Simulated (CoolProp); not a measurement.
The numbers come from the reference Helmholtz-energy equation of state, Lemmon 2006 in CoolProp. It is a short technical equation, of lower accuracy than the large ones.

### Question
For carbon monoxide, give the phase and the speed of sound (m/s), Joule-Thomson coefficient (K/MPa) at 34.55 °C and 0.0215 MPa; 192.15 °C and 0.346 MPa.

### Answer
- 34.55 °C and 0.0215 MPa: gas; speed of sound 358, Joule-Thomson coefficient 2.40
- 192.15 °C and 0.346 MPa: gas; speed of sound 439, Joule-Thomson coefficient 0.756
